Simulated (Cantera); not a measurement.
Charge: 1 mol SiH2Cl2, 0.11 mol O2, 5.9 mol N2, held at 750 K and 0.0320 bar.

Cantera equilibrium calculation (NASA polynomials, part measured and part estimated; ideal gas, pure solids and liquids). Candidate condensed phases: H2O, NH4Cl, Si, SiO2, Si2N2O, Si3N4; 47 gas species. N2 is the only nitrogen source here; it is nearly inert below about 1500 K, so the nitride shown seldom forms there in practice. The numbers say what is thermodynamically allowed, not how fast it happens.

Base state: N2 0.758, HCl 0.138, H2 0.0695, SiCl4 0.0347 (mole fractions); condensed: Si2N2O(s) + Si3N4(s).

Q: What changes in the equilibrium state with this change: N2 from 5.9 to 27 mol?

A: 
```
species         before    after
--------------  ------  -------
N2               0.758    0.936
HCl              0.138   0.0427
H2              0.0695   0.0139
SiCl4           0.0347  0.00695
Si2N2O(s), mol   0.220    0.220
Si3N4(s), mol    0.103    0.121
```
